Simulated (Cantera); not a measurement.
## Ammonia decomposition in nitride growth gas

An isothermal, constant-pressure homogeneous reactor starts with 55.9 % NH₃, 44.1 % H₂, at 1900 K and 0.133 bar.

Detailed kinetics in Cantera: the gas-phase N/H chemistry of the illustrative SiF4/NH3 mechanism in the Surface Chemkin manual (1991). Walls and surfaces, which speed up NH3 decomposition in real reactors, are not modelled.

```csv
t (s),x NH₃,x H₂,x N₂H₂,x NH,x N,x N₂H₄
0.000900,0.558,0.441,7.07e-7,2.52e-6,7.03e-8,1.53e-8
0.00206,0.557,0.442,2.12e-6,6.09e-6,2.59e-7,3.78e-8
0.00473,0.555,0.444,2.44e-6,6.82e-6,3.07e-7,4.23e-8
0.0109,0.549,0.447,2.40e-6,6.81e-6,3.08e-7,4.18e-8
0.0249,0.537,0.456,2.32e-6,6.78e-6,3.10e-7,4.06e-8
0.0571,0.509,0.474,2.16e-6,6.71e-6,3.15e-7,3.79e-8
0.131,0.454,0.512,1.84e-6,6.54e-6,3.24e-7,3.26e-8
0.300,0.354,0.580,1.32e-6,6.16e-6,3.40e-7,2.35e-8
0.688,0.213,0.676,6.89e-7,5.33e-6,3.59e-7,1.20e-8
1.58,0.0793,0.766,2.10e-7,3.89e-6,3.72e-7,3.21e-9
3.62,0.0117,0.812,2.30e-8,2.03e-6,3.70e-7,2.43e-10
8.29,0.000558,0.819,2.76e-10,3.48e-7,1.20e-7,1.97e-12
19.0,0.000122,0.819,1.38e-11,7.89e-8,2.77e-8,<1e-12
43.6,4.32e-5,0.819,1.77e-12,2.80e-8,9.87e-9,<1e-12
100,1.74e-5,0.819,<1e-12,1.13e-8,3.98e-9,<1e-12
```
x: mole fraction; the columns are a selection and need not sum to one.

Equilibrium at this temperature and pressure: NH₃ 9.96e-7, H₂ 0.819, N₂H₂ <1e-12, NH 6.48e-10, N 2.28e-10, N₂H₄ <1e-12 (gas phase only).
